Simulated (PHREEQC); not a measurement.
Solution (60 °C): 9.3 mmol/kgw HF, 0.17 mmol/kgw NaF and 5.2 mmol/kgw HCl. Closed to the air; pH follows from the charge balance.

Computed with PHREEQC (ion-association model, wateq4f.dat).

Each row changes one thing in this solution. This is a speciation only: nothing precipitates in the calculation.

```json
[
 {"case": "as made", "pH": "2.28", "ionic strength (mol/kgw)": "0.00584", "HF (mol/kgw)": "0.00870", "F- (mol/kgw)": "0.000618", "H2F2 (mol/kgw)": "5.16e-5", "HF2- (mol/kgw)": "2.37e-5", "SI of Halite (NaCl)": "-7.78"},
 {"case": "0.00029 mol/kgw NH4BF4 added", "pH": "2.28", "ionic strength (mol/kgw)": "0.00609", "HF (mol/kgw)": "0.00899", "F- (mol/kgw)": "0.000646", "H2F2 (mol/kgw)": "5.51e-5", "HF2- (mol/kgw)": "2.56e-5", "SI of Halite (NaCl)": "-7.78"},
 {"case": "HCl from 0.0052 to 0.0104 mol/kgw", "pH": "2.02", "ionic strength (mol/kgw)": "0.0108", "HF (mol/kgw)": "0.00897", "F- (mol/kgw)": "0.000359", "H2F2 (mol/kgw)": "5.50e-5", "HF2- (mol/kgw)": "1.42e-5", "SI of Halite (NaCl)": "-7.50"},
 {"case": "HCl from 0.0052 to 0.026 mol/kgw", "pH": "1.64", "ionic strength (mol/kgw)": "0.0262", "HF (mol/kgw)": "0.00918", "F- (mol/kgw)": "0.000165", "H2F2 (mol/kgw)": "5.77e-5", "HF2- (mol/kgw)": "6.68e-6", "SI of Halite (NaCl)": "-7.15"},
 {"case": "HF from 0.0093 to 0.0139 mol/kgw", "pH": "2.26", "ionic strength (mol/kgw)": "0.00612", "HF (mol/kgw)": "0.0129", "F- (mol/kgw)": "0.000874", "H2F2 (mol/kgw)": "0.000113", "HF2- (mol/kgw)": "4.95e-5", "SI of Halite (NaCl)": "-7.78"},
 {"case": "HF left out", "pH": "2.33", "ionic strength (mol/kgw)": "0.00521", "HF (mol/kgw)": "0.000158", "F- (mol/kgw)": "1.25e-5", "H2F2 (mol/kgw)": "1.69e-8", "HF2- (mol/kgw)": "8.65e-9", "SI of Halite (NaCl)": "-7.78"},
 {"case": "HCl from 0.0052 to 0.00468 mol/kgw", "pH": "2.32", "ionic strength (mol/kgw)": "0.00537", "HF (mol/kgw)": "0.00865", "F- (mol/kgw)": "0.000666", "H2F2 (mol/kgw)": "5.10e-5", "HF2- (mol/kgw)": "2.54e-5", "SI of Halite (NaCl)": "-7.82"},
 {"case": "0.0002 mol/kgw LiCl added", "pH": "2.28", "ionic strength (mol/kgw)": "0.00604", "HF (mol/kgw)": "0.00870", "F- (mol/kgw)": "0.000620", "H2F2 (mol/kgw)": "5.16e-5", "HF2- (mol/kgw)": "2.37e-5", "SI of Halite (NaCl)": "-7.77"},
 {"case": "temperature from 60 to 20 °C", "pH": "2.24", "ionic strength (mol/kgw)": "0.00633", "HF (mol/kgw)": "0.00792", "F- (mol/kgw)": "0.00110", "H2F2 (mol/kgw)": "0.000195", "HF2- (mol/kgw)": "3.21e-5", "SI of Halite (NaCl)": "-7.70"}
]
```

Species that the database lacks are ignored. Away from 25 °C the constants follow the database's enthalpies or fits; those with neither stay at their 25 °C values. Real BF4- forms and hydrolyses slowly; the run takes it at equilibrium.
